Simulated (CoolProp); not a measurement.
Vapour pressure (bar) of R13: the reference equation beside estimates from Tc = 303.0 K, pc = 39.73 bar, ω = 0.175. Clausius-Clapeyron is anchored at 175.6 K with a constant enthalpy of vaporisation of 16.36 kJ/mol.

Values from CoolProp's reference Helmholtz-energy equation of state, Platzer 1990. This equation is an older, rougher fit; its heat capacities, sound speeds and derivatives of the liquid may be far off and weren't checked against measurements.

```tsv
T (K)	reference	Lee-Kesler	Clausius-Clapeyron	van der Waals	Redlich-Kwong	Peng-Robinson
165.2	0.1885	0.1790	0.1929	1.939	0.2754	0.1893
167.3	0.2203	0.2096	0.2240	2.097	0.3205	0.2207
169.4	0.2562	0.2444	0.2592	2.265	0.3713	0.2563
171.4	0.2946	0.2818	0.2968	2.433	0.4253	0.2943
173.5	0.3399	0.3258	0.3410	2.619	0.4885	0.3391
175.6	0.3906	0.3753	0.3906	2.814	0.5587	0.3891
177.6	0.4443	0.4279	0.4431	3.009	0.6326	0.4422
179.7	0.5069	0.4893	0.5043	3.223	0.7181	0.5040
181.7	0.5728	0.5542	0.5689	3.437	0.8075	0.5690
183.8	0.6492	0.6294	0.6438	3.672	0.9102	0.6443
185.9	0.7334	0.7126	0.7266	3.917	1.023	0.7273
187.9	0.8214	0.7996	0.8132	4.161	1.139	0.8140
190	0.9225	0.8997	0.9130	4.428	1.272	0.9136
192.1	1.033	1.009	1.022	4.706	1.416	1.022
194.1	1.148	1.123	1.136	4.981	1.565	1.135
```

Absolute difference from the reference over all 15 rows, mean and median: Lee-Kesler 3.5 and 3.5 %, Clausius-Clapeyron 0.9 and 0.9 %, van der Waals 571.4 and 535.8 %, Redlich-Kwong 41.5 and 41.7 %, Peng-Robinson 0.6 and 0.6 %.
